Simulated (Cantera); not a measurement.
A freely propagating, adiabatic, planar premixed flame of CH4 : C2H6 : O2 : N2 = 1 : 0.026 : 2.68 : 10.1 (molar parts), equivalence ratio 0.78, unburnt at 698 K and 47000 Pa; mixture-averaged transport, grid criteria slope 0.08 and curve 0.16, no radiation.

Detailed kinetics in Cantera: GRI-Mech 3.0 (53 species, 325 reactions). Burning velocities carry a grid error of a few per cent, more on coarse grids.

Problem. Predict: laminar burning velocity; thermal thickness; peak x(H2O2); peak x(H).

Solution. 
| Quantity | Value |
|---|---|
| laminar burning velocity | 180 cm/s |
| thermal thickness | 0.641 mm |
| peak x(H2O2) | 6.91e-6 |
| peak x(H) | 0.00847 |
